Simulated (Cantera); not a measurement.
A closed system holds: 1 mol c-C4F8, a varied amount of HCl, held at 2025 K and 1.00 bar.

These are equilibrium values from Cantera (NASA tables, ideal gas, pure condensed phases), not measurements of a reactor. Candidate condensed phases: C, C6H6, C7H8, C8H18; 118 gas species. The feed counts by its element totals alone. Gases not in the tables: C2F6 and larger saturated fluorocarbons. The numbers say what is thermodynamically allowed, not how fast it happens.

x: gas mole fraction; n: condensed amount in mol.

```tsv
n(HCl) (mol)	x CF4	x HF	x Cl	x Cl2	x HCl	x CClF3	x CF2	n C(graphite)
0.26	0.782	0.104	0.0757	0.00872	0.00357	0.00993	0.0121	2.04
0.32	0.747	0.122	0.0873	0.0116	0.00491	0.0111	0.0118	2.05
0.4	0.704	0.145	0.101	0.0155	0.00682	0.0122	0.0115	2.07
0.5	0.656	___	___	___	___	0.0133	0.0111	2.09
0.62	___	___	___	___	___	0.0141	0.0106	2.12
0.77	0.552	0.225	0.145	0.0321	0.0162	0.0147	0.0102	2.15
0.96	0.494	0.256	0.161	0.0393	0.0210	0.0150	0.00962	2.19
1.2	0.434	0.287	0.176	0.0474	0.0268	0.0149	0.00901	2.24
1.5	0.373	0.319	0.192	0.0558	0.0335	0.0144	0.00836	2.31
1.8	0.325	0.344	0.203	0.0629	0.0397	0.0138	0.00779	2.37
```

What belongs in the gaps?


- 0.5, x HF: 0.170
- 0.5, x Cl: 0.115
- 0.5, x Cl2: 0.0202
- 0.5, x HCl: 0.00932
- 0.62, x CF4: 0.606
- 0.62, x HF: 0.196
- 0.62, x Cl: 0.130
- 0.62, x Cl2: 0.0257
- 0.62, x HCl: 0.0124
